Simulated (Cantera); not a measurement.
What does this Cantera script print?

```python
import numpy as np
import cantera as ct

gas_names = """
    CL CLO CL2 H HCL HOCL HO2 H2 H2O H2O2 O OH O2 O3 Si SiCL SiCL2 SiCL3 SiCL4 SiH SiHCL3 SiH2 SiH2CL2
    SiH3 SiH3CL SiH4 SiO SiO2 Si2 Si3
""".split()
cond_names = """
    H2O(s) H2O(L) Si(cr) Si(L) SiO2(Lqz) SiO2(hqz) SiO2(L)
""".split()


# ... load() reads the species with a 1 bar reference pressure and builds the phases ...
atoms = {
    'SiH2Cl2': {'Si': 1, 'H': 2, 'CL': 2},
    'H2O': {'H': 2, 'O': 1},
}
top_T = {}  # K; cautious upper limits of use, not melting points


# ... equilibrate(T, P, feed) seeds the gas with the atoms and calls Mixture.equilibrate('TP', solver="vcs", rtol=1e-11, max_steps=5000) ...
results = []
T = 775  # K
P = 270  # Pa
for m in [0.33, 0.59, 1, 1.9, 3.3, 5.8, 10]:
    feed = {'SiH2Cl2': 1, 'H2O': m}  # mol
    mix = equilibrate(T, P, feed)
    results.append((T, P, feed, dict(zip(mix.species_names, mix.species_moles))))

top = {s: max(r[3][s] / sum(r[3][g] for g in gas_names) for r in results) for s in gas_names}
cols = sorted((s for s in top if top[s] > 0.001), key=lambda s: -top[s])[:5]
seen = [c for c in cond_names if any(r[3].get(c, 0) > 1e-12 for r in results)]
print("log10 of partial pressures in bar; condensed amounts in mol")
print(f"{'n(H2O)':>10s}" + "".join(f"{s[:9]:>10s}" for s in cols + seen))
for T, P, feed, n in results:
    ng = sum(n[g] for g in gas_names)
    print(f"{feed['H2O']:10.4g}" + "".join(f"{np.log10(max(n[s] / ng * P / 1e5, 1e-99)):10.3f}" for s in cols)
          + "".join(f"{n.get(c, 0):10.4g}" for c in seen))
```

Output:

```
log10 of partial pressures in bar; condensed amounts in mol
    n(H2O)        H2       H2O       HCL     SiCL4    SiHCL3    Si(cr) SiO2(Lqz)
      0.33    -2.714   -14.854    -4.891    -3.163    -4.175    0.3256     0.165
      0.59    -2.693   -14.833    -4.896    -3.223    -4.210    0.1952     0.295
         1    -2.671   -14.151    -4.571    -3.290    -4.579         0       0.5
       1.9    -2.853   -10.223    -2.899    -4.455    -7.599         0      0.95
       3.3    -2.992    -3.179    -2.992   -18.916   -22.105         0         1
       5.8    -3.160    -2.881    -3.160   -20.184   -23.373         0         1
        10    -3.347    -2.745    -3.347   -21.205   -24.394         0         1
```

Equilibrium computed with Cantera from the NASA thermochemical tables; the gas is ideal and each condensed phase is pure. The tables' values for SiCl3 are old estimates; treat these amounts as uncertain.
